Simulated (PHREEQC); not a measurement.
PHREEQC input (ion-association model, phreeqc.dat):

```
SOLUTION 0
  temp 25
  units mmol/kgw
  pH 7 charge
  Cl 75.36
  Na 0.55
  Sr 1.4
  Zn 36
  O(0) 1 O2(g) -0.68
SOLUTION 1-30
  temp 25
  units mmol/kgw
  pH 7 charge
  Cl 52.01
  Zn 13
  Ba 13
  O(0) 1 O2(g) -0.68
END
EXCHANGE 1-30
  X 0.026
  -equilibrate 1
END
SELECTED_OUTPUT 1
  -reset false
  -pH true
  -pe true
  -ionic_strength true
  -water true
  -step true
  -totals Ba Cl Na Sr Zn
  -molalities BaX2 ZnX2 SrX2 NaX
  -saturation_indices Halite Zn(OH)2(e)
PRINT
  -reset false
TRANSPORT
  -cells 30
  -shifts 90
  -lengths 0.00666667
  -time_step 60
  -dispersivities 0.01
  -boundary_conditions flux flux
  -correct_disp true
  -punch_cells 30
  -punch_frequency 3
END
```

Selected output (columns that matter, 14 of 31 rows; pore volumes added in front):

```
pore volumes	pH	mu	Ba	Cl	Na	Sr	Zn	m_BaX2	m_ZnX2	m_SrX2	m_NaX	si_Halite	si_Zn(OH)2(e)
0	5.0201	0.076553	0.013	0.05201	0	0	0.013	0.0074995	0.0055005	0	0	-1000	-3.7597
0.2167	5.0201	0.076553	0.013	0.05201	7.2029e-13	1.0638e-16	0.013	0.0074995	0.0055005	6.137e-17	4.3758e-14	-15.204	-3.7597
0.5167	5.0197	0.077303	0.013113	0.05253	7.9348e-06	5.3628e-07	0.013143	0.0074931	0.0055064	3.0645e-07	4.7976e-07	-8.1585	-3.7572
0.7167	5.0158	0.082561	0.013603	0.056207	7.6324e-05	2.0753e-05	0.014436	0.0073126	0.005674	1.1156e-05	4.4758e-06	-7.1511	-3.7343
0.9167	5.0054	0.091459	0.013282	0.06255	0.0002125	0.00013032	0.017751	0.006554	0.0063758	6.4305e-05	1.1939e-05	-6.6685	-3.6815
1.2167	4.9847	0.10189	0.0099432	0.070304	0.00040175	0.00048145	0.024522	0.0045829	0.0081843	0.00022191	2.1815e-05	-6.3517	-3.5999
1.4167	4.9737	0.10527	0.0071469	0.072995	0.00047519	0.00073652	0.028371	0.003269	0.0093813	0.00033688	2.5705e-05	-6.2664	-3.564
1.6167	4.9661	0.10681	0.0047851	0.074329	0.00051466	0.00094811	0.031169	0.0021998	0.01035	0.00043586	2.7911e-05	-6.2261	-3.5408
1.8167	4.9611	0.10742	0.0030495	0.074932	0.00053401	0.001105	0.033039	0.0014136	0.01106	0.00051222	2.908e-05	-6.2077	-3.5264
2.1167	4.957	0.10765	0.0014541	0.075252	0.00054535	0.0012532	0.034641	0.00068117	0.011717	0.00058709	2.9855e-05	-6.1976	-3.5145
2.3167	4.9555	0.10767	0.00085969	0.075318	0.00054799	0.0013106	0.03521	0.00040458	0.011964	0.00061679	3.0068e-05	-6.1953	-3.5104
2.5167	4.9547	0.10766	0.00049856	0.075344	0.00054913	0.0013466	0.035547	0.00023532	0.012114	0.00063559	3.0175e-05	-6.1944	-3.5079
2.8167	4.954	0.10764	0.00021411	0.075356	0.00054975	0.001376	0.035808	0.0001013	0.012233	0.00065107	3.0246e-05	-6.1939	-3.506
3.0167	4.9538	0.10763	0.00012012	0.075359	0.00054989	0.0013862	0.035893	5.6879e-05	0.012272	0.0006564	3.0266e-05	-6.1939	-3.5054
```
